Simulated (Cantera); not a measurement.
Feed: 1 mol SiH₄, 0.32 mol N₂O, equilibrated at 598 K and 0.0130 bar.

Method: chemical equilibrium by Gibbs-energy minimisation in Cantera with the NASA 1993 tables (ideal gas, pure condensed phases). Candidate condensed phases: H₂O, Si, SiO₂, Si₂N₂O, Si₃N₄; 35 gas species. Equilibrium is a limit: real reactors are often held back by kinetics, nucleation or transport.

Question: What is the equilibrium state?

Answer: 
```json
{
  "x(H₂)": "1.00",
  "n(Si(s))": "0.360 mol",
  "n(Si₂N₂O(s))": "0.320 mol",
  "gas_amount": "2.000 mol"
}
```
